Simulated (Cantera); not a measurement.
Feed: 1 mol HMDSO, 0.5 mol N2O, 87 mol N2, 0.19 mol CO2, equilibrated at 5200 Pa.

Equilibrium computed with Cantera from the NASA thermochemical tables; the gas is ideal and each condensed phase is pure. Candidate condensed phases: C, C6H6, C7H8, C8H18, H2O, Si, SiC, SiO2, Si2N2O, Si3N4; 151 gas species. The feed counts by its element totals alone. The tables' values for SiN are old estimates; treat these amounts as uncertain. The numbers say what is thermodynamically allowed, not how fast it happens.

x: gas mole fraction; n: condensed amount in mol.

| T (°C) | x N2 | x H2 | x CO | x HCN | x H | x HNC | x Si | n C(graphite) | n SiC(s) |
|---|---|---|---|---|---|---|---|---|---|
| 1350 | 0.889 | 0.0911 | 0.0190 | 0.000670 | 9.15e-5 | 1.64e-5 | … | 2.25 | 1.99 |
| 1400 | 0.889 | 0.0909 | 0.0190 | 0.000896 | 0.000151 | 2.50e-5 | … | 2.23 | 1.99 |
| 1450 | 0.889 | 0.0907 | 0.0190 | 0.00118 | 0.000241 | 3.73e-5 | … | 2.21 | 1.99 |
| 1500 | 0.888 | 0.0905 | 0.0190 | 0.00152 | 0.000375 | 5.43e-5 | … | 2.17 | 1.99 |
| 1550 | 0.888 | 0.0901 | 0.0190 | 0.00194 | 0.000570 | 7.75e-5 | … | 2.13 | 1.99 |
| 1600 | 0.888 | 0.0897 | 0.0190 | 0.00244 | 0.000848 | 0.000108 | … | 2.08 | 1.99 |
| 1650 | 0.887 | 0.0892 | 0.0190 | 0.00303 | 0.00123 | 0.000149 | … | 2.02 | 1.98 |
| 1700 | 0.887 | 0.0885 | 0.0189 | 0.00371 | 0.00176 | 0.000201 | … | 1.95 | 1.98 |
| 1750 | 0.886 | 0.0877 | 0.0189 | 0.00449 | 0.00247 | 0.000266 | … | 1.87 | 1.97 |
| 1800 | 0.885 | 0.0866 | 0.0189 | 0.00539 | 0.00339 | 0.000348 | … | 1.78 | 1.96 |
| 1850 | 0.884 | 0.0854 | 0.0188 | 0.00639 | 0.00460 | 0.000448 | … | 1.68 | 1.94 |

Q: Complete the blanks.

A: 
- 1350, x Si: 3.42e-8
- 1400, x Si: 1.07e-7
- 1450, x Si: 3.15e-7
- 1500, x Si: 8.70e-7
- 1550, x Si: 2.27e-6
- 1600, x Si: 5.63e-6
- 1650, x Si: 1.33e-5
- 1700, x Si: 3.01e-5
- 1750, x Si: 6.53e-5
- 1800, x Si: 0.000136
- 1850, x Si: 0.000275
